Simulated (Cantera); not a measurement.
What does this Cantera script print?

```python
import numpy as np
import cantera as ct

gas = ct.Solution("gri30.yaml")
gas.TPX = 1350, 500000, {'CH4': 1, 'O2': 6.67, 'N2': 25.1}
reactor = ct.IdealGasReactor(gas, energy="on", clone=False)
net = ct.ReactorNet([reactor])
net.rtol, net.atol = 1e-08, 1e-16
show = ['CH4', 'O2', 'NO', 'OH', 'HCN', 'CH2CO']
times = np.geomspace(4e-06, 8, 16)

steps = ct.SolutionArray(gas, extra=["t"])
rows = []
print(f"{'t/s':>10s}{'T/K':>9s}{'P/Pa':>11s}" + "".join(f"{s:>11s}" for s in show))
for t in times:
    while net.time < t:
        t_next = net.step()
        steps.append(gas.state, t=t_next)
    rows.append([np.interp(t, steps.t, y) for y in (steps.T, steps.P, *steps(*show).X.T)])
    print(f"{t:10.3e}{rows[-1][0]:9.1f}{rows[-1][1]:11.4g}" + "".join(f"{x:11.3e}" for x in rows[-1][2:]))
rate = np.gradient(steps.T, steps.t)
print("integrator steps:", len(steps.t))
if steps.T.max() > steps.T[0] + 200:
    print(f"time of steepest temperature rise: {steps.t[rate.argmax()]:.4e} s")
gas.TPX = 1350, 500000, {'CH4': 1, 'O2': 6.67, 'N2': 25.1}
gas.equilibrate("UV")
print(f"equilibrium (UV): T = {gas.T:.1f} K  " + "  ".join(f"{s} {gas[s].X[0]:.3e}" for s in show))
```

It prints:

```
       t/s      T/K       P/Pa        CH4         O2         NO         OH        HCN      CH2CO
 4.000e-06   1350.0      5e+05  3.052e-02  2.035e-01  3.840e-18  5.742e-10  2.241e-21  6.180e-21
 1.052e-05   1350.0      5e+05  3.052e-02  2.035e-01  1.787e-17  1.350e-09  1.645e-20  9.462e-19
 2.768e-05   1350.0      5e+05  3.051e-02  2.035e-01  1.048e-16  4.022e-09  1.316e-19  1.719e-16
 7.282e-05   1350.0      5e+05  3.051e-02  2.035e-01  8.582e-16  1.568e-08  1.388e-18  5.470e-14
 1.916e-04   1350.1      5e+05  3.048e-02  2.035e-01  1.173e-14  9.295e-08  3.519e-17  5.312e-11
 5.040e-04   1353.1  5.012e+05  3.001e-02  2.032e-01  2.135e-13  4.820e-07  1.972e-15  4.146e-08
 1.326e-03   2181.2  8.085e+05  1.177e-17  1.418e-01  4.212e-05  1.926e-03  3.731e-14  5.703e-19
 3.488e-03   2180.8  8.083e+05  2.132e-21  1.418e-01  2.055e-04  1.922e-03  1.608e-14  8.761e-23
 9.175e-03   2179.6  8.079e+05  3.241e-22  1.416e-01  6.251e-04  1.912e-03  1.586e-14  6.605e-25
 2.414e-02   2176.7  8.068e+05  3.097e-22  1.410e-01  1.655e-03  1.888e-03  1.532e-14  8.971e-25
 6.350e-02   2170.4  8.044e+05  2.731e-22  1.400e-01  3.864e-03  1.838e-03  1.407e-14  5.914e-25
 1.670e-01   2161.2   8.01e+05  2.286e-22  1.384e-01  7.077e-03  1.766e-03  1.226e-14  4.584e-25
 4.394e-01   2155.9   7.99e+05  2.060e-22  1.374e-01  8.923e-03  1.726e-03  1.127e-14  3.955e-25
 1.156e+00   2155.4  7.988e+05  2.042e-22  1.374e-01  9.084e-03  1.723e-03  1.118e-14  3.905e-25
 3.041e+00   2155.4  7.988e+05  2.042e-22  1.374e-01  9.084e-03  1.723e-03  1.118e-14  3.904e-25
 8.000e+00   2155.4  7.988e+05  2.042e-22  1.374e-01  9.084e-03  1.723e-03  1.118e-14  3.904e-25
integrator steps: 1851
time of steepest temperature rise: 9.4993e-04 s
equilibrium (UV): T = 2155.4 K  CH4 3.133e-22  O2 1.374e-01  NO 9.084e-03  OH 1.723e-03  HCN 1.118e-14  CH2CO 5.873e-25
```

Detailed kinetics in Cantera: GRI-Mech 3.0 (53 species, 325 reactions).
